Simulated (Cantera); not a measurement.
Standard-state values (1 bar) from the NASA 1993 polynomials, evaluated with Cantera. Values are per mole of reaction as written; species without (g) are pure solids or liquids, kept so even where they would boil at 1 bar.

2 Al(g) + N2(g) → 2 AlN, with ΔH° = -1295.4 kJ and ΔS° = -480.5 J/K at 300 K.

**Question.** How far is the shortcut ΔG° ≈ ΔH°(300 K) − T·ΔS°(300 K) from the full temperature-dependent value at 1850, 1925, 2000, 2075, 2150, 2225, 2300, 2375, 2450, 2525, 2600 K?

**Answer.** 
| T (K) | shortcut (kJ) | full (kJ) | difference (kJ) | difference in log10 K |
|---|---|---|---|---|
| 1850 | -406.5 | -426.8 | 20.4 | -0.57 |
| 1925 | -370.4 | -392.9 | 22.4 | -0.61 |
| 2000 | -334.4 | -359.0 | 24.6 | -0.64 |
| 2075 | -298.4 | -325.2 | 26.8 | -0.68 |
| 2150 | -262.3 | -291.4 | 29.1 | -0.71 |
| 2225 | -226.3 | -257.8 | 31.5 | -0.74 |
| 2300 | -190.2 | -224.1 | 33.9 | -0.77 |
| 2375 | -154.2 | -190.6 | 36.4 | -0.80 |
| 2450 | -118.2 | -157.1 | 38.9 | -0.83 |
| 2525 | -82.1 | -123.7 | 41.5 | -0.86 |
| 2600 | -46.1 | -90.3 | 44.2 | -0.89 |
The shortcut ignores the heat-capacity change of the reaction.
